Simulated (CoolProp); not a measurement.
n-butane at several states: Z from the reference equation and from simpler models built on Tc = 425.1 K, pc = 3796 kPa, ω = 0.201; each cubic takes its own stable root.

Model: reference Helmholtz-energy equation of state, Bücker 2006, in CoolProp.

| T (K) | p (kPa) | phase | reference |
|---|---|---|---|
| 486.4 | 5820 | supercritical | 0.5954 |
| 353.7 | 101 | gas | 0.9833 |
| 327.6 | 9260 | liquid | 0.3556 |

How far does each simpler model (Redlich-Kwong, Soave-Redlich-Kwong, Peng-Robinson) lie from the reference over these 3 states: mean and median of the absolute difference, and the worst?


- Redlich-Kwong: mean 4.2 %, median 3.2 %, worst +9.2 % at 327.6 K and 9260 kPa
- Soave-Redlich-Kwong: mean 3.9 %, median 4.9 %, worst +6.7 % at 327.6 K and 9260 kPa
- Peng-Robinson: mean 2.0 %, median 0.6 %, worst -5.3 % at 327.6 K and 9260 kPa
